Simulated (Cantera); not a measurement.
Feed: 1 mol V2O3, 500 mol H2, 1.1 mol N2, held at 925 °C and 0.000240 bar.

These are equilibrium values from Cantera (NASA tables, ideal gas, pure condensed phases), not measurements of a reactor. Candidate condensed phases: H2O, V, VN, VO, V2O3, V2O4, V2O5; 28 gas species. Mutual solubility and eutectic melting of coexisting phases are not modelled. VO: taken at fixed stoichiometry. Condensed phases not in the tables: the oxides between V2O3 and V2O5 other than VO2. Equilibrium is a limit: real reactors are often held back by kinetics, nucleation or transport.

Question: What is the equilibrium state?

Answer: 
- x(H2): 0.997
- x(N2): 0.00220
- x(H2O): 0.000442
- x(H): 1.23e-5
- n(VO(s)): 0.443 mol
- n(V2O3(s)): 0.778 mol
- gas amount: 501.1 mol
- log10 activity of V(s) (absent): -3.03
- log10 activity of V2O5(l) (absent): -16.14
